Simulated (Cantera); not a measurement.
Input: 1 mol Cr, 0.8 mol NH3, 7.1 mol N2, held at 2648 K and 7.50 Torr.

These are equilibrium values from Cantera (NASA tables, ideal gas, pure condensed phases), not measurements of a reactor. Candidate condensed phases: Cr, CrN, Cr2N; 11 gas species. Kinetics and transport are ignored.

Base state: N2 0.729, H 0.114, Cr 0.0972, H2 0.0598 (mole fractions); condensed: gas only.

**Question.** What changes in the equilibrium state with this change: NH3 from 0.8 to 4.7 mol?

**Answer.** 
```json
[
 {"species": "N2", "before": "0.729", "after": "0.478"},
 {"species": "H2", "before": "0.0598", "after": "0.242"},
 {"species": "H", "before": "0.114", "after": "0.229"},
 {"species": "Cr", "before": "0.0972", "after": "0.0506"}
]
```

**Question.** What changes in the equilibrium state with this change: temperature from 2648 K to 1925 K?

**Answer.** 
```
species     before    after
----------  ------  -------
N2           0.729    0.820
H2          0.0598    0.129
Cr          0.0972   0.0476
H            0.114  0.00344
Cr(s), mol       0    0.564
```

**Question.** What changes in the equilibrium state with this change: temperature from 2648 K to 1025 K?

**Answer.** 
```csv
species,before,after
N2,0.729,0.854
H2,0.0598,0.146
H,0.114,1.67e-8
Cr,0.0972,<1e-9
"CrN(s), mol",0,1.00
```
